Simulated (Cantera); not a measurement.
A Cantera script and its output.

```python
import numpy as np
import cantera as ct

gas = ct.Solution("h2o2.yaml")
gas.TPX = 723, 1000000, {'H2': 1, 'O2': 0.357, 'N2': 1.34}
flame = ct.FreeFlame(gas, width=0.008)
flame.set_refine_criteria(ratio=3, slope=0.08, curve=0.16)
flame.transport_model = "mixture-averaged"
flame.solve(loglevel=0, auto=True)
z, T = flame.grid, flame.T
thick = (T[-1] - T[0]) / np.gradient(T, z).max()
show = ['H2', 'O2', 'H', 'O', 'OH', 'H2O']
print(f"laminar burning velocity  {flame.velocity[0] * 100:.3f} cm/s")
print(f"burnt temperature         {T[-1]:.1f} K")
print(f"thermal thickness         {thick * 1e3:.4f} mm")
print(f"grid points               {len(z)}")
z0 = z[flame.heat_release_rate.argmax()]
print(f"{'z/mm':>9s}{'T/K':>9s}{'u/(m/s)':>9s}" + "".join(f"{s:>11s}" for s in show))
rows = []
for k in (-3, -2, -1.5, -1, -0.5, -0.25, 0, 0.25, 0.5, 1, 2, 4, 8):
    zz = z0 + k * thick
    rows.append([k * thick, np.interp(zz, z, T), np.interp(zz, z, flame.velocity),
                 *(np.interp(zz, z, flame.X[gas.species_index(s)]) for s in show)])
    print(f"{rows[-1][0] * 1e3:9.3f}{rows[-1][1]:9.1f}{rows[-1][2]:9.3f}" + "".join(f"{x:11.3e}" for x in rows[-1][3:]))
```

It prints:

```
laminar burning velocity  1209.084 cm/s
burnt temperature         2624.5 K
thermal thickness         0.0257 mm
grid points               109
     z/mm      T/K  u/(m/s)         H2         O2          H          O         OH        H2O
   -0.077    723.0   12.091  3.708e-01  1.324e-01  4.609e-15  2.674e-14  1.808e-15  1.657e-10
   -0.051    723.0   12.091  3.708e-01  1.324e-01  3.810e-12  1.599e-11  1.085e-12  1.845e-08
   -0.038    723.0   12.090  3.707e-01  1.324e-01  1.307e-10  3.030e-10  2.084e-11  1.712e-07
   -0.026    723.5   12.090  3.702e-01  1.325e-01  5.070e-08  2.471e-08  2.679e-09  5.578e-06
   -0.013    768.1   12.652  3.590e-01  1.332e-01  1.753e-04  1.742e-05  7.765e-05  2.012e-03
   -0.006   1046.1   16.669  3.170e-01  1.252e-01  4.767e-03  4.706e-04  1.281e-03  2.921e-02
    0.000   1506.6   23.265  2.334e-01  8.879e-02  2.396e-02  3.038e-03  4.091e-03  1.103e-01
    0.006   1844.5   28.094  1.587e-01  4.171e-02  4.293e-02  4.969e-03  8.784e-03  1.986e-01
    0.013   2023.7   30.597  1.258e-01  1.783e-02  4.778e-02  4.853e-03  1.209e-02  2.426e-01
    0.026   2193.5   32.862  1.133e-01  5.806e-03  4.161e-02  3.772e-03  1.383e-02  2.672e-01
    0.051   2342.4   34.752  1.137e-01  2.630e-03  2.990e-02  2.260e-03  1.250e-02  2.790e-01
    0.103   2460.0   36.187  1.153e-01  1.305e-03  1.970e-02  1.110e-03  9.714e-03  2.881e-01
    0.205   2541.9   37.156  1.164e-01  5.657e-04  1.238e-02  4.752e-04  6.802e-03  2.950e-01
```

Cantera simulation using the H2/O2 subset of GRI-Mech 3.0, which has no nitrogen chemistry; the numbers are that mechanism's predictions, not measurements. The hydrogen kinetics of GRI-Mech 3.0 are dated; newer H2 mechanisms differ, most at raised pressure. Burning velocities carry a grid error of a few per cent, more on coarse grids.
